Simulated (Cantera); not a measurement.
Standard-state values (1 bar) from the NASA 1993 polynomials, evaluated with Cantera. Values are per mole of reaction as written; species without (g) are pure solids or liquids, kept so even where they would boil at 1 bar. ZrN: taken at fixed stoichiometry.

Between 300 and 2323 K, where is each reaction favourable under standard conditions?
- N2O(g) + 5 H2O(g) + 2 ZrO2(g) = 2 ZrN + 5 H2O2(g)


- N2O(g) + 5 H2O(g) + 2 ZrO2(g) = 2 ZrN + 5 H2O2(g): ΔG° is 426 kJ at 300 K and 1286 kJ at 2323 K; it stays positive (K < 1). ΔH° is 375 kJ and ΔS° -392 J/K at 2323 K.
